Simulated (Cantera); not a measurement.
Input (Python, Cantera) and output of one run.

```python
import numpy as np
import cantera as ct

gas_names = """
    H2O H VO2
""".split()
cond_names = """
    V2O3(s) V2O3(L) V2O5(s) V2O5(L) V(cr) V(L)
""".split()


# ... load() reads the species with a 1 bar reference pressure and builds the phases ...
species = {s.name: s for s in load("nasa_gas.yaml", gas_names) + load("nasa_condensed.yaml", cond_names)}
# Each term lists the table entries of one substance; the one whose range holds T is used.
reactions = {
    'V2O3 + 2 H2O(g) = V2O5 + 4 H(g)':
        [(-1, ['V2O3(s)', 'V2O3(L)']), (-2, ['H2O']), (1, ['V2O5(s)', 'V2O5(L)']), (4, ['H'])],
    'VO2(g) + 4 H(g) = V + 2 H2O(g)':
        [(-1, ['VO2']), (-4, ['H']), (1, ['V(cr)', 'V(L)']), (2, ['H2O'])],
}


def pick(names, T):
    return next(species[n] for n in names if species[n].thermo.min_temp <= T <= species[n].thermo.max_temp)


results = []
for label, terms in reactions.items():
    print(label)
    print("     T/K   dH/kJ  dS/(J/K)   dG/kJ   log10 K")
    for T in [1948, 2098, 2248, 2398, 2548, 2698, 2848]:
        used = [(nu, pick(names, T)) for nu, names in terms]
        dH = sum(nu * s.thermo.h(T) for nu, s in used) / 1e6
        dS = sum(nu * s.thermo.s(T) for nu, s in used) / 1e3
        dG = dH - T * dS / 1e3
        logK = -dG * 1e6 / (ct.gas_constant * T * np.log(10))
        results.append((label, T, dH, dS, dG, logK, [s.name for _, s in used]))
        print(f"{T:8g} {dH:8.1f} {dS:8.1f} {dG:8.1f} {logK:8.2f}")
```

It prints:

```
V2O3 + 2 H2O(g) = V2O5 + 4 H(g)
     T/K   dH/kJ  dS/(J/K)   dG/kJ   log10 K
    1948   1149.9    262.1    639.3   -17.14
    2098   1149.9    262.1    600.0   -14.94
    2248   1148.8    261.6    560.7   -13.03
    2398   1031.0    211.2    524.4   -11.42
    2548   1032.2    211.7    492.7   -10.10
    2698   1033.1    212.1    460.9    -8.92
    2848   1033.9    212.4    429.1    -7.87
VO2(g) + 4 H(g) = V + 2 H2O(g)
     T/K   dH/kJ  dS/(J/K)   dG/kJ   log10 K
    1948  -1157.4   -367.5   -441.4    11.84
    2098  -1156.7   -367.2   -386.3     9.62
    2248  -1132.5   -356.1   -331.9     7.71
    2398  -1130.6   -355.3   -278.5     6.07
    2548  -1128.4   -354.4   -225.3     4.62
    2698  -1126.0   -353.5   -172.2     3.33
    2848  -1123.5   -352.6   -119.2     2.19
```

Source: NASA polynomial tables (part measured, part estimated), evaluated in Cantera. Condensed species are held in their standard states even where they would react or evaporate.
